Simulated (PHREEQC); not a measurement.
Make-up at 20 °C: 0.0085 mol/kgw H2SO4 and 0.0036 mol/kgw KH2PO4. Closed to the air; pH follows from the charge balance.

Computed with PHREEQC (ion-association model, phreeqc.dat).

Each row changes one thing in this solution. This is a speciation only: nothing precipitates in the calculation.

```
case                                             pH  ionic strength (mol/kgw)  SO4-2 (mol/kgw)  HSO4- (mol/kgw)
---------------------------------------------  ----  ------------------------  ---------------  ---------------
as made                                        1.98                    0.0205          0.00523          0.00320
KH2PO4 replaced by KHCO3 at the same molality  2.03                    0.0194          0.00545          0.00298
KH2PO4 left out                                1.92                    0.0184          0.00496          0.00354
KH2PO4 from 0.0036 to 0.0054 mol/kgw           2.01                    0.0217          0.00536          0.00304
temperature from 20 to 85 °C                   2.11                    0.0147          0.00248          0.00594
diluted 10-fold with water                     2.83                   0.00268         0.000765          8.37e-5
H2SO4 from 0.0085 to 0.00765 mol/kgw           2.02                    0.0190          0.00486          0.00273
H2SO4 from 0.0085 to 0.0425 mol/kgw            1.35                    0.0709           0.0139           0.0285
H2SO4 from 0.0085 to 0.00935 mol/kgw           1.94                    0.0220          0.00559          0.00369
```

Constants without temperature data keep their 25 °C values here.
